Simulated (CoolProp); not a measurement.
Saturation properties of carbon monoxide (Tc = 132.9 K, pc = 3.498 MPa, ω = 0.050).

The numbers come from the reference Helmholtz-energy equation of state, Lemmon 2006 in CoolProp. It is a short technical equation, of lower accuracy than the large ones.

| T (K) | p (MPa) | liquid density (kg/m³) | enthalpy of vaporisation (kJ/kg) | vapour Z | surface tension (mN/m) |
|---|---|---|---|---|---|
| 94.5 | 0.3537 | 733.6 | 194.6 | 0.9002 | 6.83 |
| 97.9 | 0.4645 | 716.4 | 188.4 | 0.8791 | 6.14 |
| 101.2 | 0.5943 | 699.0 | 181.8 | 0.8563 | 5.48 |
| 104.5 | 0.7485 | 680.6 | 174.6 | 0.8310 | 4.83 |
| 107.9 | 0.9356 | 660.5 | 166.5 | 0.8020 | 4.17 |
| 111.2 | 1.147 | 639.7 | 157.8 | 0.7708 | 3.54 |
| 114.5 | 1.391 | 617.2 | 148.1 | 0.7362 | 2.93 |
| 117.9 | 1.679 | 591.8 | 136.8 | 0.6962 | 2.32 |
| 121.2 | 1.997 | 564.1 | 124.0 | 0.6520 | 1.74 |
| 124.6 | 2.369 | 530.9 | 108.3 | 0.5989 | 1.17 |

It boils at 81.6 K under 1 atm.

Surface tension comes from a separate correlation (Mulero 2012).
